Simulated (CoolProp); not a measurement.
Vapour-liquid equilibrium of hydrogen chloride (1) + n-hexane (2) at 0.232 MPa; x and y are mole fractions of (1).

The numbers come from the multi-fluid Helmholtz-energy mixture model, Thol 2018 and Thol 2019; pair parameters Bell 2016 in CoolProp.

Give the bubble temperature and the first vapour's composition at x = 0.05, 0.35, 0.5. Is there an azeotrope?

x = 0.05: 270.6 K, y = 0.976; x = 0.35: 211.6 K, y = 1.000; x = 0.5: 210.4 K, y = 1.000. No azeotrope shows between x = 0.05 and 0.95.

The pair parameters rest on a limited set of measurements; away from them the model extrapolates. With so large a gap from Raoult's law the liquid may split in two, which this calculation doesn't test in full.
